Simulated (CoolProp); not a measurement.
Aqueous magnesium chloride as a coolant, at 25 °C, 1 atm.

The numbers come from the Melinder's fits for secondary coolants in CoolProp.

```tsv
mass %	freezing point (°C)	viscosity (mPa s)	cp (kJ/(kg K))	Prandtl number	conductivity (W/(m K))
4	-2.3	1.06	3.956	6.99	0.598
6.7	-4.4	1.12	3.802	7.20	0.592
9.4	-7.5	1.26	3.650	7.85	0.586
12.2	-11.7	1.48	3.498	8.92	0.579
14.9	-16.6	1.70	3.361	9.98	0.571
17.6	-22.4	1.91	3.233	10.9	0.563
20.3	-29.6	2.31	3.110	12.9	0.555
23	-39.6	3.91	2.985	21.4	0.546
25.7	-54.8	15.3	2.841	81.3	0.534
```
